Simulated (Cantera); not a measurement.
A perfectly stirred reactor is fed with 17.0 % H2, 17.4 % O2, 65.3 % N2, 0.289 % NO, at 1.00 bar; it is adiabatic with a 475 K inlet, and is followed from long to short residence time, starting on the burning branch (τ in s: 0.44, 0.13, 0.036, 0.01, 0.003, 0.00087, 0.00025, 7.2e-05, 2.1e-05, 6e-06).

Cantera simulation using GRI-Mech 3.0 (53 species, 325 reactions); the numbers are that mechanism's predictions, not measurements. The mechanism lacks 2 NO + O2 → 2 NO2 and HONO, so NO2 and the effect of NO are under-described below about 1400 K.

Q: Predict: blow-out, bracketed by the residence times tried; x(H2) at τ = 0.440 s; x(O2) at τ = 0.440 s; x(NO) at τ = 0.440 s; x(H) at τ = 0.440 s; x(O) at τ = 0.440 s; x(H2) at τ = 0.870 ms; x(O2) at τ = 0.870 ms; x(NO) at τ = 0.870 ms; x(H) at τ = 0.870 ms; x(O) at τ = 0.870 ms.

A: 
```json
{
 "blow_out_bracketed_by_the_residence_times_tried": "burning at 72.0 µs, out at 21.0 µs",
 "x(H2) at τ = 0.440 s": "6.60e-5",
 "x(O2) at τ = 0.440 s": "0.0964",
 "x(NO) at τ = 0.440 s": "0.00315",
 "x(H) at τ = 0.440 s": "4.66e-6",
 "x(O) at τ = 0.440 s": "6.11e-5",
 "x(H2) at τ = 0.870 ms": "0.00349",
 "x(O2) at τ = 0.870 ms": "0.0953",
 "x(NO) at τ = 0.870 ms": "0.00314",
 "x(H) at τ = 0.870 ms": "0.00182",
 "x(O) at τ = 0.870 ms": "0.00310"
}
```
